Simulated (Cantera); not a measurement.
**Ignition delay**

Mixture: 3.97 % CH3OH, 13.5 % O2, 82.5 % N2, at 36.5 atm, adiabatic and at constant pressure. Ignition delay is the time to a rise of 400 K.

Model: GRI-Mech 3.0 (53 species, 325 reactions), integrated in Cantera. GRI-Mech 3.0 was tuned for natural gas; its chemistry of methanol as a main component is partial and can be far from experiment. The pressure lies above the range GRI-Mech 3.0 was tuned for (to about 10 atm).

```csv
T0 (K),delay (ms)
1100,5.63
1200,0.885
1300,0.192
1400,0.0549
1500,0.0200
1600,0.00872
```

```json
{
  "apparent activation energy between 1400 and 1600 K": "170 kJ/mol"
}
```
